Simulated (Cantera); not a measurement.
A perfectly stirred reactor is fed with 42.4 % H₂, 8.05 % O₂, 49.6 % N₂, equivalence ratio 2.6, at 1.01 bar; it is adiabatic with a 725 K inlet, and is followed from long to short residence time, starting on the burning branch (τ in s: 0.15, 0.053, 0.019, 0.0066, 0.0023, 0.00083, 0.00029, 0.0001, 3.7e-05, 1.3e-05, 4.6e-06).

Detailed kinetics in Cantera: GRI-Mech 3.0 (53 species, 325 reactions).

One state of this run: T (K) = 1393; x H₂ = 0.256; x O₂ = 0.00741; x H₂O₂ = 2.36e-7; x NO = 1.78e-6; x OH = 0.00127; x N₂O = 3.20e-9; x H₂O = 0.151. x: mole fraction; the columns are a selection and need not sum to one.

### Question
Which value of τ (s) does it belong to?
A) 0.0066
B) 0.019
C) 3.7e-5
D) 0.15

### Answer
C, 3.7e-5
